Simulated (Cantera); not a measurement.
## acetone + NH3 (carbon deposition, reforming and gasification)

Feed: 1 mol acetone, 0.041 mol NH3, at 33.0 bar.

These are equilibrium values from Cantera (NASA tables, ideal gas, pure condensed phases), not measurements of a reactor. Candidate condensed phases: C, C6H6, C7H8, C8H18, H2O; 136 gas species. The feed counts by its element totals alone. The ideal-gas law is rough above about 30 bar. Kinetics and transport are ignored.

| T (K) | x H2 | x CO | x C2H2 (acetylene) | x H | x CH4 | x HCN | x N2 | n C(graphite) |
|---|---|---|---|---|---|---|---|---|
| 2123 | 0.740 | 0.246 | 0.00123 | 0.000537 | 0.00565 | 0.00132 | 0.00433 | 1.96 |
| 2198 | 0.740 | 0.246 | 0.00188 | 0.000834 | 0.00477 | 0.00166 | 0.00414 | 1.96 |
| 2273 | 0.740 | 0.246 | 0.00279 | 0.00126 | 0.00408 | 0.00204 | 0.00392 | 1.95 |
| 2348 | 0.738 | 0.245 | 0.00403 | 0.00185 | 0.00351 | 0.00246 | 0.00368 | 1.94 |
| 2423 | 0.736 | 0.245 | 0.00570 | 0.00265 | 0.00305 | 0.00291 | 0.00341 | 1.93 |
| 2498 | 0.733 | 0.245 | 0.00786 | 0.00371 | 0.00267 | 0.00338 | 0.00313 | 1.91 |
| 2573 | 0.729 | 0.245 | 0.0106 | 0.00511 | 0.00235 | 0.00385 | 0.00284 | 1.88 |
| 2648 | 0.724 | 0.245 | 0.0141 | 0.00689 | 0.00207 | 0.00432 | 0.00255 | 1.85 |
| 2723 | 0.718 | 0.244 | 0.0184 | 0.00913 | 0.00184 | 0.00476 | 0.00227 | 1.81 |
x: gas mole fraction; n: condensed amount in mol.

From 2123 K to 2723 K the condensed part is C(graphite). The main C-bearing gas is CO throughout. The share of C in condensed phases is highest at 2123 K (65.4 %) and lowest at 2723 K (60.4 %).
